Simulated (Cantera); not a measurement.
# Equilibrium for metals in furnace atmospheres: Ni + H2S + H2

Charge: 1 mol Ni, 0.034 mol H2S, 20 mol H2, equilibrated at 1623.15 K and 45.0 mbar.

Equilibrium computed with Cantera from the NASA thermochemical tables; the gas is ideal and each condensed phase is pure. Candidate condensed phases: Ni, NiS, NiS2, Ni3S2, Ni3S4, S; 9 gas species. Equilibrium is a limit: real reactors are often held back by kinetics, nucleation or transport.

- x(H2): 0.998
- x(H2S): 0.00158
- x(H): 0.000326
- x(SH): 9.05e-5
- x(Ni): 1.47e-5
- x(S2): 1.27e-5
- x(S): 2.56e-6
- n(Ni(s)): 1.000 mol
- gas amount: 20.04 mol
- log10 activity of NiS(l) (absent): -2.08
- log10 activity of S(l) (absent): -4.45
- log10 activity of NiS2(l) (absent): -6.53
